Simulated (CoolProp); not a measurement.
R123 at 298.15 K and 0.0668 MPa flows at 0.33 m/s in a round tube of 100 mm bore and 15 µm roughness, fully developed (64/Re and Nu = 3.66 if laminar; Colebrook and Gnielinski if turbulent). Each further row changes one setting.

Computed with CoolProp (reference Helmholtz-energy equation of state, Younglove 1994). It is a modified Benedict-Webb-Rubin equation, recast in Helmholtz form.

```
case               Reynolds number  Darcy friction factor  pressure drop (Pa/m)  heat-transfer coefficient (W/(m² K))  mass flow (kg/h)
-----------------  ---------------  ---------------------  --------------------  ------------------------------------  ----------------
as stated                    13000                 0.0291                0.0672                                  3.61              39.6
velocity 0.66 m/s            26000                 0.0247                 0.228                                  6.31              79.2
diameter 200 mm              26000                 0.0245                0.0283                                  3.13               158
```

Viscosity comes from a separate model (Tanaka 1996). Thermal conductivity comes from a separate model (Laesecke 1996).
